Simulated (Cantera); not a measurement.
A perfectly stirred reactor is fed with 76.3 % NO, 23.7 % N2, at 1.09 atm; it is held at 1950 K, and followed from long to short residence time.

Model: GRI-Mech 3.0 (53 species, 325 reactions), integrated in Cantera.

Q: Predict: x(NO) at τ = 3.60 s; x(O2) at τ = 3.60 s; x(N2O) at τ = 3.60 s; x(NO2) at τ = 3.60 s; x(N2) at τ = 3.60 s; x(NO) at τ = 0.160 s; x(O2) at τ = 0.160 s; x(N2O) at τ = 0.160 s; x(NO2) at τ = 0.160 s; x(N2) at τ = 0.160 s.

A: 
- x(NO) at τ = 3.60 s: 0.192
- x(O2) at τ = 3.60 s: 0.285
- x(N2O) at τ = 3.60 s: 1.57e-5
- x(NO2) at τ = 3.60 s: 0.000442
- x(N2) at τ = 3.60 s: 0.522
- x(NO) at τ = 0.160 s: 0.625
- x(O2) at τ = 0.160 s: 0.0686
- x(N2O) at τ = 0.160 s: 0.000172
- x(NO2) at τ = 0.160 s: 0.000737
- x(N2) at τ = 0.160 s: 0.306
